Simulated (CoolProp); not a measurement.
Computed with CoolProp (reference Helmholtz-energy equation of state, Lemmon 2006). It is a short technical equation, of lower accuracy than the large ones.

Problem. For CH3F (R41), give the phase and the Z, cv (kJ/(kg K)), speed of sound (m/s) at -90.35 °C and 886 kPa.

Solution. 
- -90.35 °C and 886 kPa: liquid; Z 0.0219, cv 1.31, speed of sound 1150
